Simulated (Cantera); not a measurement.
**Premixed flame**

A freely propagating, adiabatic, planar premixed flame of H2 : O2 : N2 = 1 : 0.455 : 1.71 (molar parts), unburnt at 473 K and 413 Torr; multicomponent transport, grid criteria slope 0.08 and curve 0.16, no radiation.

Computed with Cantera and the H2/O2 subset of GRI-Mech 3.0, which has no nitrogen chemistry. Burning velocities carry a grid error of a few per cent, more on coarse grids.

| z (mm) | T (K) | u (m/s) | x H2 | x O2 | x H | x H2O | x OH | x HO2 |
|---|---|---|---|---|---|---|---|---|
| -2.82 | 473 | 4.93 | 0.316 | 0.144 | <1e-8 | <1e-8 | <1e-8 | <1e-8 |
| -1.88 | 473 | 4.93 | 0.316 | 0.144 | <1e-8 | <1e-8 | <1e-8 | <1e-8 |
| -1.41 | 473 | 4.93 | 0.316 | 0.144 | <1e-8 | <1e-8 | <1e-8 | <1e-8 |
| -0.941 | 473 | 4.93 | 0.316 | 0.144 | <1e-8 | 1.59e-8 | <1e-8 | 2.64e-8 |
| -0.470 | 478 | 4.98 | 0.314 | 0.144 | 2.33e-5 | 0.000156 | 1.03e-5 | 9.88e-5 |
| -0.235 | 679 | 6.93 | 0.287 | 0.139 | 0.00469 | 0.0156 | 0.000788 | 0.000166 |
| 0 | 1157 | 11.4 | 0.172 | 0.0991 | 0.0421 | 0.107 | 0.00301 | 5.62e-5 |
| 0.235 | 1482 | 14.3 | 0.0739 | 0.0384 | 0.0699 | 0.215 | 0.00898 | 1.94e-5 |
| 0.470 | 1627 | 15.6 | 0.0585 | 0.0245 | 0.0662 | 0.240 | 0.0121 | 1.10e-5 |
| 0.941 | 1780 | 16.9 | 0.0582 | 0.0202 | 0.0535 | 0.251 | 0.0145 | 7.68e-6 |
| 1.88 | 1941 | 18.2 | 0.0577 | 0.0166 | 0.0401 | 0.262 | 0.0162 | 5.31e-6 |
| 3.76 | 2097 | 19.5 | 0.0552 | 0.0129 | 0.0280 | 0.275 | 0.0165 | 3.52e-6 |
| 7.53 | 2238 | 20.6 | 0.0509 | 0.00934 | 0.0185 | 0.289 | 0.0154 | 2.30e-6 |
x: mole fraction of selected species; z is measured from the peak of heat release.

```yaml
laminar_burning_velocity: 493 cm/s
thermal_thickness: 0.941 mm
peak x(H): 0.0704
peak x(OH): 0.0166
peak x(HO2): 0.000257
grid_points: 130
```
